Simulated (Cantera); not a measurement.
Charge: 1 mol PbO, 0.011 mol O₂, 0.93 mol N₂, a varied amount of CO, equilibrated at 0.00390 bar.

These are equilibrium values from Cantera (NASA tables, ideal gas, pure condensed phases), not measurements of a reactor. Candidate condensed phases: C, Pb, PbO, PbO₂, Pb₃O₄; 27 gas species. Each liquid is taken as pure. Mutual solubility and eutectic melting of coexisting phases are not modelled. Kinetics and transport are ignored.

Problem. What condenses at these points (T in K, n(CO) in mol): (1500, 0.72); (1500, 0.5); (1200, 1); (1150, 0.054); (1500, 0.054); (1200, 0.5); (1450, 0.24)?

Solution. 
```
T (K)  n(CO) in mol  condensed phases  Pb condensed (%)
-----  ------------  ----------------  ----------------
1500           0.72          gas only               0.0
1500            0.5          gas only               0.0
1200              1                Pb              59.2
1150          0.054               PbO              96.2
1500          0.054          gas only               0.0
1200            0.5          Pb + PbO              68.1
1450           0.24          gas only               0.0
```
